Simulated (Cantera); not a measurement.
An isothermal, constant-pressure homogeneous reactor starts with C2H6 : H2 = 1 : 1.2 (molar parts), at 1350 K and 190000 Pa.

Detailed kinetics in Cantera: GRI-Mech 3.0 (53 species, 325 reactions). GRI-Mech 3.0 stops at C3 and has no aromatics, soot or wall deposition, so with more carbon than oxygen in the feed, carbon stays in small species such as C2H2 where larger ones or solid carbon would form.

x: mole fraction; the columns are a selection and need not sum to one.

```
t (s)      x C2H6   x H2     x CH2  x C2H4     x C2H   x CH4      x H
--------  -------  -----  --------  ------  --------  ------  -------
0.000600    0.139  0.603   3.95e-9   0.188  8.27e-11  0.0644  2.01e-5
0.00180       ___  0.619       ___   0.240  2.39e-10     ___      ___
0.00542   0.00820  0.621  4.20e-10   0.224  3.32e-10   0.113  9.32e-6
0.0163    0.00605  0.616  3.31e-10   0.184  5.02e-10   0.135  7.79e-6
0.0490    0.00458  0.597  2.59e-10   0.145  5.43e-10   0.174  6.07e-6
0.147     0.00360  0.555  1.96e-10   0.122  4.15e-10   0.239  4.27e-6
0.443     0.00267  0.494  1.34e-10   0.101  2.71e-10   0.329  2.71e-6
1.33          ___    ___  8.60e-11     ___  1.72e-10     ___      ___
4.00      0.00139  0.381  6.19e-11  0.0637  1.22e-10   0.495  1.17e-6
```

Q: Complete the blanks.

A: 
- 0.00180, x C2H6: 0.0282
- 0.00180, x CH2: 1.17e-9
- 0.00180, x CH4: 0.0971
- 0.00180, x H: 1.52e-5
- 1.33, x C2H6: 0.00186
- 1.33, x H2: 0.429
- 1.33, x C2H4: 0.0789
- 1.33, x CH4: 0.424
- 1.33, x H: 1.67e-6
